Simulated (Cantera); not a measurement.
A closed system holds: 1 mol Fe2O3, 2.8 mol HCl, 6.1 mol H2, equilibrated at 350000 Pa.

These are equilibrium values from Cantera (NASA tables, ideal gas, pure condensed phases), not measurements of a reactor. Candidate condensed phases: Fe, FeCl2, FeCl3, FeO, Fe(OH)2, Fe(OH)3, Fe2O3, Fe3O4, H2O; 22 gas species. The tables' stoichiometric FeO is somewhat more stable than real wüstite, so its field is too wide. FeO: taken at fixed stoichiometry. The numbers say what is thermodynamically allowed, not how fast it happens. All values below are at 1150 K.

Base state: H2 0.575, HCl 0.239, H2O 0.151, FeCl2 0.0305, Fe2Cl4 0.00396, FeCl3 2.14e-5 (mole fractions); condensed: FeO(s).

Problem. What changes in the equilibrium state with this change: pressure from 350000 Pa to 13300 Pa?

Solution. 
```json
[
 {"species": "H2", "before": "0.575", "after": "0.573"},
 {"species": "HCl", "before": "0.239", "after": "0.247"},
 {"species": "H2O", "before": "0.151", "after": "0.146"},
 {"species": "Fe2Cl4", "before": "0.00396", "after": "0.000183"},
 {"species": "FeCl2", "before": "0.0305", "after": "0.0336"},
 {"species": "FeCl3", "before": "2.14e-5", "after": "4.76e-6"},
 {"species": "FeO(s), mol", "before": "1.66", "after": "1.70"}
]
```
